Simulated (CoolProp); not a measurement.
Model: reference Helmholtz-energy equation of state, Lemmon 2006, in CoolProp. It is a short technical equation, of lower accuracy than the large ones.

Q: For neopentane, give the phase and the cv (kJ/(kg K)), fugacity coefficient at 92.75 °C and 14.3 MPa; 123.55 °C and 14.3 MPa.

A: 
- 92.75 °C and 14.3 MPa: liquid; cv 2.02, fugacity coefficient 0.102
- 123.55 °C and 14.3 MPa: liquid; cv 2.14, fugacity coefficient 0.163
